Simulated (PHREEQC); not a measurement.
# Hard or scaling water: speciation

A solution holds 0.00016 mol CaSO4, 0.00064 mol Na2HPO4 and 0.011 mol KCl per kg of water, at 34 °C. Closed to the air; pH follows from the charge balance.

Model: ion-association model, wateq4f.dat, run in PHREEQC.

Each row changes one thing in this solution. This is a speciation only: nothing precipitates in the calculation.

| case | pH | ionic strength (mol/kgw) | HPO4-2 (mol/kgw) | H2PO4- (mol/kgw) | NaHPO4- (mol/kgw) | PO4-3 (mol/kgw) |
|---|---|---|---|---|---|---|
| as made | 8.45 | 0.0134 | 0.000575 | 2.22e-5 | 8.99e-7 | 1.54e-7 |
| diluted 10-fold with water | 8.29 | 0.00135 | 5.91e-5 | [?] | [?] | 7.58e-9 |
| Na2HPO4 from 0.00064 to 0.00032 mol/kgw | 8.38 | 0.0125 | 0.000284 | 1.30e-5 | 2.26e-7 | 6.41e-8 |
| CaSO4 left out | [?] | 0.0129 | [?] | 1.22e-5 | 9.74e-7 | 3.23e-7 |
| diluted 5-fold with water | [?] | 0.00269 | 0.000119 | 6.15e-6 | 4.72e-8 | 2.12e-8 |
| KCl left out | 8.44 | 0.00233 | 0.000565 | 2.68e-5 | 1.14e-6 | 1.09e-7 |
| CaSO4 replaced by NH4HSO4 at the same molality | 7.49 | 0.0130 | 0.000468 | 0.000165 | 7.35e-7 | 1.37e-8 |

Problem. Fill in the missing entries.

Solution. 
- diluted 10-fold with water, H2PO4- (mol/kgw): 4.12e-6
- diluted 10-fold with water, NaHPO4- (mol/kgw): 1.25e-8
- CaSO4 left out, pH: 8.74
- CaSO4 left out, HPO4-2 (mol/kgw): 0.000618
- diluted 5-fold with water, pH: 8.40

Some of these states are supersaturated (in Hydroxyapatite, for instance). H3PO4, which wateq4f.dat lacks, is added to it with the constant of phreeqc.dat.
